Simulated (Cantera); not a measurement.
Charge: 1 mol PbO, 0.43 mol H2, at 0.00270 bar.

Cantera equilibrium calculation (NASA polynomials, part measured and part estimated; ideal gas, pure solids and liquids). Candidate condensed phases: H2O, Pb, PbO, PbO2, Pb3O4; 12 gas species. Each liquid is taken as pure. Mutual solubility and eutectic melting of coexisting phases are not modelled. Gases not in the tables: (PbO)n polymers. Equilibrium is a limit: real reactors are often held back by kinetics, nucleation or transport.

Which condensed phases are stable at each of these points (T (K)): 925, 1000, 1075, 1150, 1225, 1300, 1375, 1450, 1525?


```tsv
T (K)	condensed phases	Pb condensed (%)
925	Pb(l) + PbO(yellow)	100.0
1000	Pb(l) + PbO(yellow)	99.7
1075	Pb(l) + PbO(yellow)	98.7
1150	Pb(l) + PbO(yellow)	94.4
1225	Pb(l) + PbO(l)	72.7
1300	PbO(l)	39.7
1375	gas only	0.0
1450	gas only	0.0
1525	gas only	0.0
```

From 925 K to 1150 K the condensed part is Pb(l) + PbO(yellow). At 1225 K the condensed part is Pb(l) + PbO(l). At 1300 K the condensed part is PbO(l). From 1375 K to 1525 K nothing is condensed.
